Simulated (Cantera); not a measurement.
**Thermodynamics of abatement and gas-phase synthesis, feed CS₂ + SO₂ + N₂ + H₂O**

Charge: 1 mol CS₂, 0.085 mol SO₂, 0.78 mol N₂, 0.063 mol H₂O, equilibrated at 0.100 bar.

Method: chemical equilibrium by Gibbs-energy minimisation in Cantera with the NASA 1993 tables (ideal gas, pure condensed phases). Candidate condensed phases: C, C₆H₆, C₇H₈, C₈H₁₈, H₂O, H₂SO₄, S; 150 gas species. Gases not in the tables: S₃ to S₇. Rates play no part.

From 1273 K to 1798 K nothing is condensed. The main C-bearing gas is CS₂ throughout.

| T (K) | x N₂ | x CS₂ | x S₂ | x CO | x H₂ | x H₂S | x CS |
|---|---|---|---|---|---|---|---|
| 1273 | 0.372 | 0.366 | 0.120 | 0.106 | 0.0122 | 0.0177 | 4.18e-5 |
| 1348 | 0.371 | 0.365 | 0.122 | 0.108 | 0.0156 | 0.0142 | 0.000134 |
| 1423 | 0.371 | 0.364 | 0.124 | 0.109 | 0.0185 | 0.0111 | 0.000378 |
| 1498 | 0.370 | 0.363 | 0.126 | 0.109 | 0.0209 | 0.00858 | 0.000961 |
| 1573 | 0.369 | 0.361 | 0.127 | 0.109 | 0.0226 | 0.00660 | 0.00223 |
| 1648 | 0.368 | 0.357 | 0.129 | 0.109 | 0.0238 | 0.00511 | 0.00474 |
| 1723 | 0.367 | 0.352 | 0.131 | 0.109 | 0.0245 | 0.00398 | 0.00935 |
| 1798 | 0.365 | 0.342 | 0.134 | 0.109 | 0.0249 | 0.00314 | 0.0171 |
x: gas mole fraction; nothing condenses.
